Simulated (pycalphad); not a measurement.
All values are pycalphad results on the COST 507 light-alloy database (1999) (1 atm), not direct measurements. These are 1990s assessments: newer ones move some temperatures and phases. Phase fractions are per mole of atoms.

Give the equilibrium state of Si-67.95Y (at.%) at 1150 K.

SI3Y5, fraction 0.855, with 62.5 Y at.%; hcp, fraction 0.145, with >99.99 Y at.%.

Give the equilibrium state of Si-67.95Y (at.%) at 1950 K.


```
T = 1950.00 K, P = 101325 Pa, N = 1 mol of atoms
G = -174576 J/mol, H = -2463 J/mol, S = 88.26 J/(mol K)  (SER reference)
chemical potentials (J/mol): Si -213232, Y -156343
phase             fraction      x(Si)       x(Y)
SI3Y5               0.6832     0.3750     0.6250
LIQUID              0.3168     0.2029     0.7971
```

Database names, with the compositions (at.%) that they take in these runs: SI3Y5: Y 62 Si 37.
